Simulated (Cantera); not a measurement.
## Thermodynamics of iron carbonyl, mercury and lead vapours, feed PbO + O2 + N2 + CO

Charge: 1 mol PbO, 0.96 mol O2, 17 mol N2, 0.74 mol CO, held at 5.70 mbar.

Cantera equilibrium calculation (NASA polynomials, part measured and part estimated; ideal gas, pure solids and liquids). Candidate condensed phases: C, Pb, PbO, PbO2, Pb3O4; 27 gas species. Gases not in the tables: (PbO)n polymers. Kinetics and transport are ignored.

At 1223 K the condensed part is PbO(l). From 1273 K to 1523 K nothing is condensed.

```tsv
T (K)	log p N2	log p PbO	log p CO2	log p O2	log p Pb	log p NO	n PbO(l)
1223	-2.29	-3.96	-3.65	-3.74	-5.40	-6.26	0.631
1273	-2.30	-3.56	-3.66	-3.74	-4.78	-6.11	0
1323	-2.30	-3.57	-3.66	-3.73	-4.60	-5.96	0
1373	-2.30	-3.59	-3.66	-3.72	-4.44	-5.83	0
1423	-2.30	-3.61	-3.66	-3.71	-4.30	-5.70	0
1473	-2.30	-3.64	-3.66	-3.69	-4.18	-5.58	0
1523	-2.30	-3.68	-3.66	-3.67	-4.08	-5.46	0
```
log p: log10 of the partial pressure in bar; n: condensed amount in mol.
